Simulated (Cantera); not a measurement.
An adiabatic, constant-pressure homogeneous reactor starts with C2H4 : O2 : N2 : H2O = 1 : 1.3 : 4.9 : 0.18 (molar parts), at 1650 K and 0.987 atm.

Detailed kinetics in Cantera: GRI-Mech 3.0 (53 species, 325 reactions). GRI-Mech 3.0 was tuned for natural gas; its chemistry of ethylene as a main component is partial and can be far from experiment.

x: mole fraction; the columns are a selection and need not sum to one.

```json
[
 {"t (s)": "2.00e-6", "T (K)": "1650", "x C2H4": "0.135", "x O2": "0.176", "x H2O": "0.0244", "x H2O2": "8.13e-10", "x HCN": "<1e-12", "x NO": "<1e-12"},
 {"t (s)": "5.79e-6", "T (K)": "1650", "x C2H4": "0.135", "x O2": "0.176", "x H2O": "0.0244", "x H2O2": "?", "x HCN": "<1e-12", "x NO": "<1e-12"},
 {"t (s)": "1.68e-5", "T (K)": "2243", "x C2H4": "0.0119", "x O2": "0.0569", "x H2O": "0.0849", "x H2O2": "?", "x HCN": "1.12e-5", "x NO": "3.29e-6"},
 {"t (s)": "4.86e-5", "T (K)": "2816", "x C2H4": "9.83e-6", "x O2": "1.46e-5", "x H2O": "0.0840", "x H2O2": "?", "x HCN": "0.000547", "x NO": "0.000205"},
 {"t (s)": "0.000141", "T (K)": "2789", "x C2H4": "6.75e-8", "x O2": "1.36e-5", "x H2O": "0.0710", "x H2O2": "?", "x HCN": "0.000494", "x NO": "0.000561"},
 {"t (s)": "0.000408", "T (K)": "2743", "x C2H4": "<1e-12", "x O2": "2.87e-5", "x H2O": "0.0687", "x H2O2": "?", "x HCN": "1.80e-5", "x NO": "0.000834"},
 {"t (s)": "0.00118", "T (K)": "2713", "x C2H4": "<1e-12", "x O2": "4.41e-5", "x H2O": "0.0680", "x H2O2": "4.83e-9", "x HCN": "4.35e-7", "x NO": "0.000617"},
 {"t (s)": "0.00343", "T (K)": "2712", "x C2H4": "<1e-12", "x O2": "4.56e-5", "x H2O": "0.0680", "x H2O2": "4.93e-9", "x HCN": "3.04e-7", "x NO": "0.000437"},
 {"t (s)": "0.00993", "T (K)": "2712", "x C2H4": "<1e-12", "x O2": "4.57e-5", "x H2O": "0.0681", "x H2O2": "4.95e-9", "x HCN": "2.78e-7", "x NO": "0.000395"},
 {"t (s)": "0.0288", "T (K)": "2712", "x C2H4": "<1e-12", "x O2": "4.57e-5", "x H2O": "0.0681", "x H2O2": "4.95e-9", "x HCN": "2.77e-7", "x NO": "0.000395"},
 {"t (s)": "0.0834", "T (K)": "2712", "x C2H4": "<1e-12", "x O2": "4.57e-5", "x H2O": "0.0681", "x H2O2": "4.95e-9", "x HCN": "2.77e-7", "x NO": "0.000395"},
 {"t (s)": "0.242", "T (K)": "2712", "x C2H4": "<1e-12", "x O2": "4.57e-5", "x H2O": "0.0681", "x H2O2": "4.95e-9", "x HCN": "2.77e-7", "x NO": "0.000395"},
 {"t (s)": "0.700", "T (K)": "2712", "x C2H4": "<1e-12", "x O2": "4.57e-5", "x H2O": "0.0681", "x H2O2": "4.95e-9", "x HCN": "2.77e-7", "x NO": "0.000395"}
]
```

Question: Complete the blanks.

Answer: 
- 5.79e-6, x H2O2: 8.15e-8
- 1.68e-5, x H2O2: 6.41e-6
- 4.86e-5, x H2O2: 3.04e-9
- 0.000141, x H2O2: 2.42e-9
- 0.000408, x H2O2: 3.78e-9
